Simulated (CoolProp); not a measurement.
A single-stage vapour-compression cycle with R236FA: evaporating at 286.15 K (dew point), condensing at 329.15 K (bubble point), superheat 5 K, subcooling 8 K, compressor efficiency 0.85, no pressure losses. Each further row changes one setting.

Model: reference Helmholtz-energy equation of state, Pan 2012, in CoolProp.

```
case                              cooling COP  pressure ratio  discharge temperature (K)  refrigerating effect (kJ/kg)  volumetric capacity (kJ/m³)
--------------------------------  -----------  --------------  -------------------------  ----------------------------  ---------------------------
as stated                                4.77            3.84                      329.2                           112                         1350
evaporating temperature 291.15 K         5.66            3.21                      329.3                           116                         1650
condensing temperature 324.15 K          5.60            3.35                      324.6                           119                         1420
subcooling 13 K                          5.05            3.84                      329.2                           119                         1420
superheat 15 K                           4.89            3.84                      338.5                           121                         1390
compressor efficiency 0.75               4.21            3.84                      332.0                           112                         1350
```

The compression ends wet for: as stated; subcooling 13 K.
